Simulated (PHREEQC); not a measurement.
A column of 0.1 m (40 cells, dispersivity 0.005 m, 300 s a shift, diffusion coefficient 3e-10 m²/s) holds 0.0066 eq of the database's cation exchanger X per kg of pore water, first in equilibrium with 0.023 mol MgSO4, 0.021 mol NaCl and 1e-05 mol HCl per kg of water. It is flushed with 0.0055 mol/kgw KBr, 0.0029 mol/kgw (NH4)2SO4 and 1e-05 mol/kgw HCl, at 15 °C. Values are for the last cell. CO2 from the air is kept out. No solid was allowed to form.

The series has 33 steps of pore volumes, from 0 to 4.013.

The numbers come from PHREEQC with the ion-association model, phreeqc.dat.

### Question
After how many pore volumes does NH4 at the outlet first reach half of its feed value?

### Answer
By 1.3 pore volumes.

### Question
After how many pore volumes does Br at the outlet first reach half of its feed value?

### Answer
By 1.0 pore volumes.

### Question
After how many pore volumes does K at the outlet first reach half of its feed value?

### Answer
By 1.4 pore volumes.
